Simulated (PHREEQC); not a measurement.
A solution holds 0.0044 mol FeSO4 per kg of water, at 35 °C. Closed to the air; pH follows from the charge balance.

The numbers come from PHREEQC with the ion-association model, phreeqc.dat.

```csv
quantity,before,after
pH,5.97,5.71
ionic strength (mol/kgw),0.0137,0.0132
SO4-2 (mol/kgw),0.00342,0.00327
HSO4- (mol/kgw),3.14e-7,5.56e-7
```

Which change was made?
A. FeSO4 replaced by CaSO4 at the same molality
B. 0.00047 mol/kgw NH3 added
C. FeSO4 from 0.0044 to 0.00396 mol/kgw
D. FeSO4 replaced by ZnSO4 at the same molality
E. diluted 5-fold with water

D, FeSO4 replaced by ZnSO4 at the same molality

This is a speciation only: nothing precipitates in the calculation.
